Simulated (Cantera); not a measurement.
Feed: 1 mol BaF2, 5.6 mol O2, 110 mol N2, held at 1330 Pa.

Method: chemical equilibrium by Gibbs-energy minimisation in Cantera with the NASA 1993 tables (ideal gas, pure condensed phases). Candidate condensed phases: Ba, BaF2, BaO; 20 gas species. The numbers say what is thermodynamically allowed, not how fast it happens. All values below are at 1900 °C.

Base state: N2 0.938, O2 0.0430, BaF2 0.00847, NO 0.00586, O 0.00408, F 8.39e-5, BaF 8.38e-5 (mole fractions); condensed: gas only.

Question: What changes in the equilibrium state with this change: O2 from 5.6 to 0.041 mol?

Answer: 
```tsv
species	before	after
N2	0.938	0.990
BaF2	0.00847	0.00892
NO	0.00586	0.000307
O2	0.0430	0.000112
O	0.00408	0.000208
BaF	8.38e-5	8.60e-5
F	8.39e-5	8.61e-5
```
